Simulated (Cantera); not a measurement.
Input (Python, Cantera) and output of one run.

```python
import numpy as np
import cantera as ct

gas_names = """
    OH H
""".split()
cond_names = """
    Nb(cr) Nb(L) NbO2(I) NbO2(II) NbO2(III) NbO2(L)
""".split()


# ... load() reads the species with a 1 bar reference pressure and builds the phases ...
species = {s.name: s for s in load("nasa_gas.yaml", gas_names) + load("nasa_condensed.yaml", cond_names)}
# Each term lists the table entries of one substance; the one whose range holds T is used.
reactions = {
    'Nb + 2 OH(g) = NbO2 + 2 H(g)':
        [(-1, ['Nb(cr)', 'Nb(L)']), (-2, ['OH']), (1, ['NbO2(I)', 'NbO2(II)', 'NbO2(III)', 'NbO2(L)']), (2, ['H'])],
}


def pick(names, T):
    return next(species[n] for n in names if species[n].thermo.min_temp <= T <= species[n].thermo.max_temp)


results = []
for label, terms in reactions.items():
    print(label)
    print("     T/K   dH/kJ  dS/(J/K)   dG/kJ   log10 K")
    for T in [525, 675, 825, 975, 1125, 1275, 1425, 1575, 1725, 1875, 2025]:
        used = [(nu, pick(names, T)) for nu, names in terms]
        dH = sum(nu * s.thermo.h(T) for nu, s in used) / 1e6
        dS = sum(nu * s.thermo.s(T) for nu, s in used) / 1e3
        dG = dH - T * dS / 1e3
        logK = -dG * 1e6 / (ct.gas_constant * T * np.log(10))
        results.append((label, T, dH, dS, dG, logK, [s.name for _, s in used]))
        print(f"{T:8g} {dH:8.1f} {dS:8.1f} {dG:8.1f} {logK:8.2f}")
```

It prints:

```
Nb + 2 OH(g) = NbO2 + 2 H(g)
     T/K   dH/kJ  dS/(J/K)   dG/kJ   log10 K
     525   -432.9   -108.3   -376.0    37.41
     675   -428.7   -101.5   -360.3    27.88
     825   -423.9    -95.0   -345.5    21.88
     975   -418.3    -88.8   -331.7    17.77
    1125   -408.7    -79.8   -319.0    14.81
    1275   -403.1    -75.0   -307.4    12.59
    1425   -398.5    -71.7   -296.4    10.86
    1575   -394.2    -68.8   -285.9     9.48
    1725   -390.3    -66.4   -275.7     8.35
    1875   -386.6    -64.3   -265.9     7.41
    2025   -383.2    -62.6   -256.4     6.61
```

Standard-state values (1 bar) from the NASA 1993 polynomials, evaluated with Cantera. Condensed species are held in their standard states even where they would react or evaporate.
